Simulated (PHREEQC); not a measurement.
1.6 g of hydrous ferric oxide (600 m²/g; 0.2 weak and 0.005 strong sites per Fe, Dzombak-Morel constants, diffuse double layer) in 1 kg of water with 0.001 mol/kgw of an inert sodium salt and 5.6e-05 mol NaF and 4e-06 mol BaCl2, at 25 °C; the pH is set by adding NaOH or the inert anion's acid. Oxygen is held at 0.21 atm. The system is closed to CO2. Nothing may precipitate in this run.

The numbers come from PHREEQC with the ion-association model, wateq4f.dat.

| pH | F sorbed (%) | Ba sorbed (%) | surface charge σ (C/m²) | surface potential ψ (mV) |
|---|---|---|---|---|
| 4 | 99.6 | 0.0 | 0.134 | 204 |
| 4.5 | 99.4 | 0.0 | 0.087 | 187 |
| 5 | 98.7 | 0.0 | 0.055 | 166 |
| 5.5 | 96.8 | 0.0 | 0.033 | 143 |
| 6 | 91.9 | 0.2 | 0.020 | 118 |
| 6.5 | 79.8 | 1.4 | 0.011 | 91 |
| 7 | 57.4 | 11.2 | 0.006 | 63 |
| 7.5 | 31.1 | 52.6 | 0.003 | 35 |
| 8 | 12.9 | 91.0 | 0.000 | 6 |
| 8.5 | 4.6 | 98.9 | -0.002 | -22 |
| 9 | 1.6 | 99.9 | -0.005 | -51 |
| 9.5 | 0.5 | 100.0 | -0.009 | -79 |
| 10 | 0.2 | 100.0 | -0.016 | -107 |
